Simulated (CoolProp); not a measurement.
Vapour pressure (bar) of hexamethyldisiloxane (MM): the reference equation beside estimates from Tc = 518.7 K, pc = 19.31 bar, ω = 0.418. Clausius-Clapeyron is anchored at 255.6 K with a constant enthalpy of vaporisation of 40.28 kJ/mol.

Values from CoolProp's reference Helmholtz-energy equation of state, Thol 2016.

```csv
T (K),reference,Lee-Kesler,Clausius-Clapeyron,van der Waals,Redlich-Kwong,Soave-Redlich-Kwong
252.3,0.003180,0.003151,0.003183,0.4442,0.02951,0.003236
255.6,0.004079,0.004032,0.004079,0.4859,0.03555,0.004135
258.9,0.005191,0.005120,0.005193,0.5304,0.04257,0.005246
262.2,0.006558,0.006456,0.006573,0.5776,0.05068,0.006609
265.5,0.008226,0.008085,0.008270,0.6279,0.06000,0.008268
268.8,0.01025,0.01006,0.01035,0.6812,0.07067,0.01028
272.1,0.01268,0.01244,0.01287,0.7376,0.08281,0.01269
275.4,0.01560,0.01529,0.01594,0.7972,0.09657,0.01558
278.7,0.01907,0.01868,0.01963,0.8601,0.1121,0.01902
282,0.02318,0.02269,0.02405,0.9265,0.1296,0.02308
285.3,0.02801,0.02742,0.02934,0.9964,0.1491,0.02786
288.6,0.03367,0.03297,0.03563,1.070,0.1709,0.03346
291.9,0.04027,0.03944,0.04308,1.147,0.1951,0.03998
295.2,0.04792,0.04695,0.05186,1.228,0.2220,0.04754
```

Absolute difference from the reference over all 14 rows, mean and median: Lee-Kesler 1.8 and 1.9 %, Clausius-Clapeyron 2.7 and 1.8 %, van der Waals 6383.3 and 5363.6 %, Redlich-Kwong 558.4 and 536.1 %, Soave-Redlich-Kwong 0.7 and 0.6 %.
